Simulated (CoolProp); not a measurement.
The fluid at 293.15 K and 0.744 MPa flows at 0.18 m/s in a round tube of 2 mm bore and 45 µm roughness, fully developed (64/Re and Nu = 3.66 if laminar; Colebrook and Gnielinski if turbulent). The same conditions are run with several fluids, on thermodynamics alone (safety and materials aside).

Computed with CoolProp (reference Helmholtz-energy equation of state of each fluid (sulfur hexafluoride: Guder 2009; ethane: Bücker 2006; R410A: Lemmon 2003; CF4 (R14): Platzer 1990; carbon dioxide: Span 1996)). The equations of Platzer and Polt are older, rougher fits. Blends and air are pseudo-pure fits.

Problem. Rank sulfur hexafluoride, ethane, R410A, CF4 (R14), carbon dioxide by Reynolds number, highest first.

Solution. sulfur hexafluoride (1170), R410A (696), CF4 (R14) (574), ethane (376), carbon dioxide (342)

| fluid | Darcy friction factor | pressure drop (Pa/m) | heat-transfer coefficient (W/(m² K)) | mass flow (kg/h) |
|---|---|---|---|---|
| sulfur hexafluoride | 0.0548 | 21.8 | 23.7 | 0.100 |
| ethane | 0.170 | 13.5 | 38.5 | 0.0199 |
| R410A | 0.0919 | 18.6 | 25.1 | 0.0507 |
| CF4 (R14) | 0.111 | 25.0 | 29.0 | 0.0563 |
| carbon dioxide | 0.187 | 21.2 | 30.5 | 0.0285 |

Transport values come from each fluid's own correlations; those of CF4 (R14) are estimates that may be off by 10 % or more.
